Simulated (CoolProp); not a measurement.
Properties of R227EA along the isotherm 475 K (Tc = 374.9 K, pc = 2.925 MPa, ω = 0.358).

Model: reference Helmholtz-energy equation of state, Lemmon 2016, in CoolProp.

| p (MPa) | phase | Z | Joule-Thomson coefficient (K/MPa) | isothermal compressibility (1/MPa) | conductivity (mW/(m K)) | fugacity coefficient |
|---|---|---|---|---|---|---|
| 0.338 | gas | 0.9834 | 4.430 | 3.008 | 27.3 | 0.9836 |
| 0.675 | gas | 0.9669 | 4.473 | 1.532 | 27.6 | 0.9675 |
| 1.01 | gas | 0.9504 | 4.517 | 1.042 | 27.9 | 0.9517 |
| 1.35 | gas | 0.9337 | 4.562 | 0.7935 | 28.3 | 0.9359 |
| 1.69 | gas | 0.9169 | 4.606 | 0.6455 | 28.6 | 0.9204 |
| 2.03 | gas | 0.9001 | 4.649 | 0.5474 | 28.9 | 0.9051 |
| 2.36 | gas | 0.8839 | 4.688 | 0.4794 | 29.3 | 0.8906 |
| 2.7 | gas | 0.8672 | 4.723 | 0.4269 | 29.6 | 0.8758 |
| 3.04 | supercritical | 0.8505 | 4.752 | 0.3862 | 30.0 | 0.8613 |
| 3.38 | supercritical | 0.8340 | 4.772 | 0.3537 | 30.4 | 0.8470 |
| 3.71 | supercritical | 0.8182 | 4.781 | 0.3276 | 30.8 | 0.8334 |
| 4.05 | supercritical | 0.8023 | 4.777 | 0.3048 | 31.3 | 0.8196 |
| 4.39 | supercritical | 0.7867 | 4.756 | 0.2851 | 31.7 | 0.8062 |

Thermal conductivity comes from a separate model (Huber 2003), an estimate that may be off by 10 % or more.
